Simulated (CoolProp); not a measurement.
Properties of R404A along the isotherm 57.75 °C.

Computed with CoolProp (reference Helmholtz-energy equation of state, Lemmon 2003). It is a pseudo-pure fit of the blend.

```tsv
p (MPa)	phase	Z	speed of sound (m/s)	Joule-Thomson coefficient (K/MPa)	isothermal compressibility (1/MPa)	expansivity (1/kK)	viscosity (µPa s)
6.22	liquid	0.2353	308.1	0.6538	0.01914	6.078	96.4
9.34	liquid	[?]	364.1	0.3310	0.01219	4.521	108
12.4	liquid	0.4333	406.4	0.1634	0.009108	3.754	117
15.6	liquid	0.5311	[?]	0.05235	0.007255	3.256	127
18.7	liquid	0.6237	474.4	-0.02264	0.006086	2.921	135
21.8	liquid	0.7145	502.2	[?]	0.005254	2.670	[?]
24.9	liquid	0.8037	527.5	-0.1219	0.004631	2.474	151
28	liquid	0.8916	550.9	-0.1567	0.004146	2.315	158
31.1	liquid	0.9783	572.6	-0.1852	0.003756	2.183	166
34.2	liquid	1.064	593.1	-0.2090	0.003436	2.071	173
37.3	liquid	1.149	612.4	-0.2291	0.003168	1.975	180
```

Some entries are withheld; supply them.


- 9.34, Z: 0.3370
- 15.6, speed of sound (m/s): 443.4
- 21.8, Joule-Thomson coefficient (K/MPa): -0.07852
- 21.8, viscosity (µPa s): 143

Viscosity comes from a separate model (Geller 2000).
